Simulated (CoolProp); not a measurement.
Neopentane along the isobar 3490 kPa: density (kg/m³) from the reference equation and from simpler models built on Tc = 433.7 K, pc = 3196 kPa, ω = 0.196; each cubic takes its own stable root.

The numbers come from the reference Helmholtz-energy equation of state, Lemmon 2006 in CoolProp. It is a short technical equation, of lower accuracy than the large ones.

```tsv
T (K)	phase	reference	Soave-Redlich-Kwong	Peng-Robinson
290.2	liquid	598.5	?	?
327.3	liquid	?	526.3	595.0
364.4	liquid	510.3	472.2	533.8
401.6	liquid	446.8	397.4	447.4
438.7	supercritical	261.0	217.6	234.3
475.8	supercritical	?	94.53	?
512.9	supercritical	?	76.03	78.88
550	supercritical	66.67	65.59	?
```

Problem. Some entries are withheld; supply them.

Solution. 
- 290.2, Soave-Redlich-Kwong: 569.3
- 290.2, Peng-Robinson: 642.7
- 327.3, reference: 558.0
- 475.8, reference: 96.33
- 475.8, Peng-Robinson: 98.86
- 512.9, reference: 77.30
- 550, Peng-Robinson: 67.72
